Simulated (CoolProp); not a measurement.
A simple Rankine cycle with n-heptane: condensing at 300.15 K, boiler at 0.718 MPa, turbine inlet 495.7 K, turbine efficiency 0.8, pump efficiency 0.8, no recuperator. Each further row changes one setting.

Model: reference Helmholtz-energy equation of state, Span 2003, in CoolProp. It is a short technical equation, of lower accuracy than the large ones.

| case | thermal efficiency (%) | net work (kJ/kg) | heat in (kJ/kg) | turbine exit temperature (K) | volume ratio over the turbine |
|---|---|---|---|---|---|
| as stated | 17.9 | 134 | 750 | 429.5 | [?] |
| turbine inlet 515.7 K | 17.6 | 141 | 804 | 449.9 | [?] |
| condensing temperature 292.15 K | 18.9 | 145 | 768 | 424.5 | 160 |
| boiler pressure 0.503 MPa | 16.7 | [?] | 758 | 436.2 | 72.6 |
| turbine efficiency 0.7 | 15.6 | 117 | 750 | 437.1 | 109 |

### Question
What belongs in the gaps?

### Answer

- as stated, volume ratio over the turbine: 108
- turbine inlet 515.7 K, volume ratio over the turbine: 106
- boiler pressure 0.503 MPa, net work (kJ/kg): 127
